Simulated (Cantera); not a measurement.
A perfectly stirred reactor is fed with H2 : O2 : N2 = 1 : 1.02 : 3.84 (molar parts), equivalence ratio 0.49, at 4.93 atm; it is adiabatic with a 775 K inlet, and is followed from long to short residence time, starting on the burning branch (τ in s: 0.4, 0.16, 0.062, 0.024, 0.0096, 0.0038, 0.0015, 0.00059, 0.00023, 9.2e-05, 3.6e-05, 1.4e-05).

Computed with Cantera and the H2/O2 subset of GRI-Mech 3.0, which has no nitrogen chemistry. The hydrogen kinetics of GRI-Mech 3.0 are dated; newer H2 mechanisms differ, most at raised pressure.

Question: Predict: blow-out, bracketed by the residence times tried; x(H2) at τ = 0.400 s; x(O2) at τ = 0.400 s; x(OH) at τ = 0.400 s; x(HO2) at τ = 0.400 s; x(H2O) at τ = 0.400 s; x(H2) at τ = 1.50 ms; x(O2) at τ = 1.50 ms; x(OH) at τ = 1.50 ms; x(HO2) at τ = 1.50 ms; x(H2O) at τ = 1.50 ms.

Answer: 
```
Item                                                                               Value
------------------------------------------------  --------------------------------------
blow-out, bracketed by the residence times tried  burning at 14.0 µs, the shortest tried
x(H2) at τ = 0.400 s                                                             9.46e-5
x(O2) at τ = 0.400 s                                                              0.0965
x(OH) at τ = 0.400 s                                                             0.00173
x(HO2) at τ = 0.400 s                                                            3.55e-6
x(H2O) at τ = 0.400 s                                                              0.186
x(H2) at τ = 1.50 ms                                                            0.000562
x(O2) at τ = 1.50 ms                                                              0.0961
x(OH) at τ = 1.50 ms                                                             0.00331
x(HO2) at τ = 1.50 ms                                                            8.51e-6
x(H2O) at τ = 1.50 ms                                                              0.184
```
